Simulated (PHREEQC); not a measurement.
Copper plating or etch bath: speciation

Dissolve 0.0023 mol/kgw CuCl2 and 5.76e-05 mol/kgw H2SO4 at 25 °C. Closed to the air; pH follows from the charge balance.

Model: ion-association model, phreeqc.dat, run in PHREEQC.

| Property | Result |
|---|---|
| pH | 3.97 |
| ionic strength | 0.00699 mol/kgw |
| specific conductance | 594 µS/cm |
| total alkalinity | -0.115 meq/kg |

```tsv
species	molality	activity	log γ
Cl-	0.00458	0.00419	-0.039
Cu+2	0.00227	0.00162	-0.146
H+	0.000115	0.000106	-0.034
SO4-2	4.64e-5	3.28e-5	-0.150
CuCl+	2.00e-5	1.83e-5	-0.038
CuSO4	1.08e-5	1.08e-5	0.001
HSO4-	3.71e-7	3.39e-7	-0.038
CuOH+	1.66e-7	1.52e-7	-0.038
CuCl2	4.10e-8	4.11e-8	0.001
Cu2(OH)2+2	1.44e-8	1.01e-8	-0.153
Cu(OH)2	2.99e-9	2.99e-9	0.001
```

Precipitation was switched off in this run.
